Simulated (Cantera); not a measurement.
# Equilibrium for aluminium nitride and oxide growth: Al(CH₃)₃ + NH₃ + N₂

Charge: 1 mol Al(CH₃)₃, 430 mol NH₃, 39 mol N₂, equilibrated at 1200 °C.

Cantera equilibrium calculation (NASA polynomials, part measured and part estimated; ideal gas, pure solids and liquids). Candidate condensed phases: Al, AlN, C, C₆H₆, C₇H₈, C₈H₁₈; 97 gas species. The feed counts by its element totals alone. Rates play no part.

```json
[
 {"P (Pa)": "10", "x H₂": "0.718", "x N₂": "0.280", "x CH₄": "1.51e-7", "x H": "0.00107", "x HCN": "0.000391", "x Al": "4.58e-5", "x NH₃": "2.17e-9", "n AlN(s)": "0.958", "n C(graphite)": "2.63"},
 {"P (Pa)": "28", "x H₂": "0.719", "x N₂": "0.280", "x CH₄": "4.24e-7", "x H": "0.000641", "x HCN": "0.000391", "x Al": "9.77e-6", "x NH₃": "6.08e-9", "n AlN(s)": "0.991", "n C(graphite)": "2.63"},
 {"P (Pa)": "77", "x H₂": "0.719", "x N₂": "0.280", "x CH₄": "1.17e-6", "x H": "0.000387", "x HCN": "0.000391", "x Al": "2.14e-6", "x NH₃": "1.67e-8", "n AlN(s)": "0.998", "n C(graphite)": "2.63"},
 {"P (Pa)": "220", "x H₂": "0.719", "x N₂": "0.281", "x CH₄": "3.34e-6", "x H": "0.000229", "x HCN": "0.000391", "x Al": "4.44e-7", "x NH₃": "4.78e-8", "n AlN(s)": "1.000", "n C(graphite)": "2.63"},
 {"P (Pa)": "600", "x H₂": "0.719", "x N₂": "0.281", "x CH₄": "9.11e-6", "x H": "0.000138", "x HCN": "0.000391", "x Al": "9.85e-8", "x NH₃": "1.30e-7", "n AlN(s)": "1.000", "n C(graphite)": "2.62"},
 {"P (Pa)": "1700", "x H₂": "0.719", "x N₂": "0.281", "x CH₄": "2.58e-5", "x H": "8.23e-5", "x HCN": "0.000391", "x Al": "2.06e-8", "x NH₃": "3.69e-7", "n AlN(s)": "1.000", "n C(graphite)": "2.61"},
 {"P (Pa)": "4600", "x H₂": "0.719", "x N₂": "0.281", "x CH₄": "6.98e-5", "x H": "5.00e-5", "x HCN": "0.000391", "x Al": "4.64e-9", "x NH₃": "9.99e-7", "n AlN(s)": "1.000", "n C(graphite)": "2.57"},
 {"P (Pa)": "13000", "x H₂": "0.719", "x N₂": "0.281", "x CH₄": "0.000197", "x H": "2.97e-5", "x HCN": "0.000391", "x Al": "9.76e-10", "x NH₃": "2.82e-6", "n AlN(s)": "1.000", "n C(graphite)": "2.45"},
 {"P (Pa)": "36000", "x H₂": "0.718", "x N₂": "0.281", "x CH₄": "0.000545", "x H": "1.79e-5", "x HCN": "0.000391", "x Al": "2.12e-10", "x NH₃": "7.81e-6", "n AlN(s)": "1.00", "n C(graphite)": "2.14"},
 {"P (Pa)": "100000", "x H₂": "0.717", "x N₂": "0.281", "x CH₄": "0.00151", "x H": "1.07e-5", "x HCN": "0.000391", "x Al": "4.57e-11", "x NH₃": "2.17e-5", "n AlN(s)": "1.00", "n C(graphite)": "1.27"}
]
```
x: gas mole fraction; n: condensed amount in mol.

From 10.0 Pa to 1.00 bar the condensed part is AlN(s) + C(graphite).
